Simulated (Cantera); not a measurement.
B₂H₆ + H₂O + N₂ (boron, boron nitride and boron oxide)

Input: 1 mol B₂H₆, 1.5 mol H₂O, 0.38 mol N₂, at 29.0 Pa.

These are equilibrium values from Cantera (NASA tables, ideal gas, pure condensed phases), not measurements of a reactor. Candidate condensed phases: B, BN, B₂O₃, B₃O₃H₃, H₂O; 39 gas species. The feed counts by its element totals alone. N₂ is the only nitrogen source here; it is nearly inert below about 1500 K, so the nitride shown seldom forms there in practice. Mutual solubility and eutectic melting of coexisting phases are not modelled. The tables' values for BH₂ are old estimates; treat these amounts as uncertain. Kinetics and transport are ignored.

From 1323 K to 1398 K the condensed part is B(s) + BN(s) + B₂O₃(l). From 1473 K to 1773 K the condensed part is BN(s). At 1848 K the condensed part is B(s) + BN(s). At 1923 K the condensed part is B(s). The main B-bearing gas is HBO at 1323 K and BO at 1923 K. The share of B in condensed phases is highest at 1323 K (90.6 %) and lowest at 1923 K (24.6 %).

```json
[
 {"T (K)": "1323", "log p H₂": "-3.55", "log p HBO": "-5.17", "log p BO": "-7.66", "log p B₂O₂": "-5.68", "log p N₂": "-10.59", "log p H": "-7.58", "log p B₂O₃": "-6.46", "n B(s)": "0.182", "n BN(s)": "0.760", "n B₂O₃(l)": "0.435"},
 {"T (K)": "1398", "log p H₂": "-3.59", "log p HBO": "-4.76", "log p BO": "-6.80", "log p B₂O₂": "-4.92", "log p N₂": "-9.53", "log p H": "-7.12", "log p B₂O₃": "-5.64", "n B(s)": "0.00848", "n BN(s)": "0.760", "n B₂O₃(l)": "0.224"},
 {"T (K)": "1473", "log p H₂": "-3.61", "log p HBO": "-4.71", "log p BO": "-6.37", "log p B₂O₂": "-4.91", "log p N₂": "-6.61", "log p H": "-6.70", "log p B₂O₃": "-4.92", "n B(s)": "0", "n BN(s)": "0.751", "n B₂O₃(l)": "0"},
 {"T (K)": "1548", "log p H₂": "-3.62", "log p HBO": "-4.64", "log p BO": "-5.95", "log p B₂O₂": "-4.84", "log p N₂": "-5.72", "log p H": "-6.32", "log p B₂O₃": "-5.04", "n B(s)": "0", "n BN(s)": "0.691", "n B₂O₃(l)": "0"},
 {"T (K)": "1623", "log p H₂": "-3.64", "log p HBO": "-4.56", "log p BO": "-5.56", "log p B₂O₂": "-4.74", "log p N₂": "-5.36", "log p H": "-5.98", "log p B₂O₃": "-5.34", "n B(s)": "0", "n BN(s)": "0.598", "n B₂O₃(l)": "0"},
 {"T (K)": "1698", "log p H₂": "-3.65", "log p HBO": "-4.52", "log p BO": "-5.23", "log p B₂O₂": "-4.72", "log p N₂": "-5.22", "log p H": "-5.66", "log p B₂O₃": "-5.80", "n B(s)": "0", "n BN(s)": "0.535", "n B₂O₃(l)": "0"},
 {"T (K)": "1773", "log p H₂": "-3.66", "log p HBO": "-4.51", "log p BO": "-4.96", "log p B₂O₂": "-4.75", "log p N₂": "-5.18", "log p H": "-5.38", "log p B₂O₃": "-6.35", "n B(s)": "0", "n BN(s)": "0.509", "n B₂O₃(l)": "0"},
 {"T (K)": "1848", "log p H₂": "-3.68", "log p HBO": "-4.53", "log p BO": "-4.74", "log p B₂O₂": "-4.85", "log p N₂": "-5.00", "log p H": "-5.11", "log p B₂O₃": "-6.88", "n B(s)": "0.136", "n BN(s)": "0.363", "n B₂O₃(l)": "0"},
 {"T (K)": "1923", "log p H₂": "-3.71", "log p HBO": "-4.60", "log p BO": "-4.58", "log p B₂O₂": "-5.00", "log p N₂": "-4.74", "log p H": "-4.88", "log p B₂O₃": "-7.27", "n B(s)": "0.493", "n BN(s)": "0", "n B₂O₃(l)": "0"}
]
```
log p: log10 of the partial pressure in bar; n: condensed amount in mol.
